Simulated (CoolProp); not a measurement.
A Linde-Hampson liquefier for ethane: isothermal reversible compression at 320 K from 1 atm to 40 MPa, throttling to 1 atm, return gas leaving the recuperator 5 K below the feed. Each further row changes one setting.

Values from CoolProp's reference Helmholtz-energy equation of state, Bücker 2006.

```json
[
 {"case": "as stated", "liquid yield per pass": "…", "compression work (kJ/kg of gas)": "414"},
 {"case": "high pressure 80 MPa", "liquid yield per pass": "0.402", "compression work (kJ/kg of gas)": "…"},
 {"case": "warm-end temperature 350 K", "liquid yield per pass": "0.384", "compression work (kJ/kg of gas)": "…"},
 {"case": "warm-end gap 10 K", "liquid yield per pass": "…", "compression work (kJ/kg of gas)": "414"}
]
```

Task: Complete the blanks.

Result: 
- as stated, liquid yield per pass: 0.454
- high pressure 80 MPa, compression work (kJ/kg of gas): 499
- warm-end temperature 350 K, compression work (kJ/kg of gas): 482
- warm-end gap 10 K, liquid yield per pass: 0.446
